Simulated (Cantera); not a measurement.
Charge: 1 mol Fe2O3, 18 mol CO, 0.49 mol CH4, at 2177 °C and 101000 Pa.

These are equilibrium values from Cantera (NASA tables, ideal gas, pure condensed phases), not measurements of a reactor. Candidate condensed phases: C, C6H6, C7H8, C8H18, Fe, Fe(CO)5, FeO, Fe(OH)2, Fe(OH)3, Fe2O3, Fe3O4, H2O; 114 gas species. Each liquid is taken as pure. Mutual solubility and eutectic melting of coexisting phases are not modelled. The tables' stoichiometric FeO is somewhat more stable than real wüstite, so its field is too wide. FeO: taken at fixed stoichiometry. The numbers say what is thermodynamically allowed, not how fast it happens.

Base state: CO 0.858, CO2 0.0694, H2 0.0317, Fe 0.0211, H2O 0.0155, H 0.00355, FeO 0.000495, OH 0.000340 (mole fractions); condensed: Fe(l) + FeO(l).

Q: What changes in the equilibrium state with this change: temperature from 2177 °C to 2027 °C?

A: 
```json
[
 {"species": "CO", "before": "0.858", "after": "0.867"},
 {"species": "CO2", "before": "0.0694", "after": "0.0750"},
 {"species": "H2", "before": "0.0317", "after": "0.0330"},
 {"species": "Fe", "before": "0.0211", "after": "0.00657"},
 {"species": "H2O", "before": "0.0155", "after": "0.0160"},
 {"species": "O", "before": "2.53e-5", "after": "4.93e-6"},
 {"species": "FeO", "before": "0.000495", "after": "0.000118"},
 {"species": "OH", "before": "0.000340", "after": "0.000136"},
 {"species": "H", "before": "0.00355", "after": "0.00175"},
 {"species": "Fe(l), mol", "before": "0.770", "after": "1.15"},
 {"species": "FeO(l), mol", "before": "0.799", "after": "0.718"}
]
```

Q: What changes in the equilibrium state with this change: Fe2O3 replaced by MgO?

A: 
```tsv
species	before	after
CO	0.858	0.901
H2	0.0317	0.0429
Mg	0	0.0379
CO2	0.0694	0.0108
Fe	0.0211	0
H2O	0.0155	0.00311
FeO	0.000495	0
MgOH	0	0.000191
MgH	0	0.000154
Fe(OH)2	3.08e-5	0
MgO	0	2.72e-5
Fe(l), mol	0.770	0
FeO(l), mol	0.799	0
MgO(s), mol	0	0.223
```
The tables' values for MgH are old estimates; treat these amounts as uncertain. Further candidate phases: Mg, MgCO3, MgO, Mg(OH)2.

Q: What changes in the equilibrium state with this change: CH4 from 0.49 to 0.69 mol?

A: 
| species | before | after |
|---|---|---|
| CO | 0.858 | 0.841 |
| CO2 | 0.0694 | 0.0680 |
| H2 | 0.0317 | 0.0435 |
| H2O | 0.0155 | 0.0213 |
| Fe | 0.0211 | 0.0211 |
| Fe(OH)2 | 3.08e-5 | 4.23e-5 |
| H | 0.00355 | 0.00416 |
| OH | 0.000340 | 0.000398 |
| Fe(l), mol | 0.770 | 1.10 |
| FeO(l), mol | 0.799 | 0.453 |
